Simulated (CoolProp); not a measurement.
The fluid at 298.15 K and 0.608 MPa is compressed adiabatically to 2.9 MPa with isentropic efficiency 0.85. The same conditions are run with several fluids, on thermodynamics alone (safety and materials aside).

Model: reference Helmholtz-energy equation of state of each fluid (ammonia: Gao 2020; CH2F2 (R32): Tillner-Roth 1997; nitrous oxide: Lemmon 2006; normal hydrogen: Leachman 2009; ethane: Bücker 2006), in CoolProp.

```
fluid            work (kJ/kg)  final temperature (K)    final phase  final density (kg/m³)
---------------  ------------  ---------------------  -------------  ---------------------
ammonia                   297                  440.6            gas                   14.5
CH2F2 (R32)              92.1                  414.1            gas                   49.3
nitrous oxide             118                  432.1            gas                   37.2
normal hydrogen          2870                  495.5  supercritical                   1.40
ethane                    160                  392.4            gas                   29.4
```
